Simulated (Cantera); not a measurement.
Input: 1 mol CO2, 0.28 mol H2, at 3523.15 K and 1 atm.

Method: chemical equilibrium by Gibbs-energy minimisation in Cantera with the NASA 1993 tables (ideal gas, pure condensed phases). Candidate condensed phases: C, C6H6, C7H8, C8H18, H2O; 110 gas species. The numbers say what is thermodynamically allowed, not how fast it happens.

Base state: CO 0.443, O 0.156, H 0.0981, O2 0.0903, CO2 0.0803, OH 0.0689, H2O 0.0379, H2 0.0252 (mole fractions); condensed: gas only.

Question: What changes in the equilibrium state with this change: temperature from 3523.15 K to 3298.15 K?

Answer: 
```json
[
 {"species": "CO", "before": "0.443", "after": "0.431"},
 {"species": "CO2", "before": "0.0803", "after": "0.154"},
 {"species": "O2", "before": "0.0903", "after": "0.0993"},
 {"species": "O", "before": "0.156", "after": "0.0899"},
 {"species": "H", "before": "0.0981", "after": "0.0584"},
 {"species": "H2O", "before": "0.0379", "after": "0.0743"},
 {"species": "H2", "before": "0.0252", "after": "0.0262"},
 {"species": "OH", "before": "0.0689", "after": "0.0678"},
 {"species": "HO2", "before": "3.14e-5", "after": "3.43e-5"}
]
```

Question: What changes in the equilibrium state with this change: CO2 replaced by SF6?

Answer: 
```tsv
species	before	after
F	0	0.784
S	0	0.106
HF	0	0.0817
CO	0.443	0
O	0.156	0
O2	0.0903	0
CO2	0.0803	0
OH	0.0689	0
H2O	0.0379	0
SF	0	0.0147
S2	0	0.0130
H2	0.0252	8.01e-7
H	0.0981	0.000553
SF2	0	0.000654
SH	0	4.87e-5
```
Further candidate phases: S.

Question: What changes in the equilibrium state with this change: H2 from 0.28 to 5.5 mol?

Answer: 
```json
[
 {"species": "H2", "before": "0.0252", "after": "0.383"},
 {"species": "H", "before": "0.0981", "after": "0.382"},
 {"species": "CO", "before": "0.443", "after": "0.117"},
 {"species": "O2", "before": "0.0903", "after": "0.00118"},
 {"species": "CO2", "before": "0.0803", "after": "0.00241"},
 {"species": "O", "before": "0.156", "after": "0.0178"},
 {"species": "OH", "before": "0.0689", "after": "0.0307"},
 {"species": "H2O", "before": "0.0379", "after": "0.0659"},
 {"species": "HO2", "before": "3.14e-5", "after": "1.60e-6"}
]
```
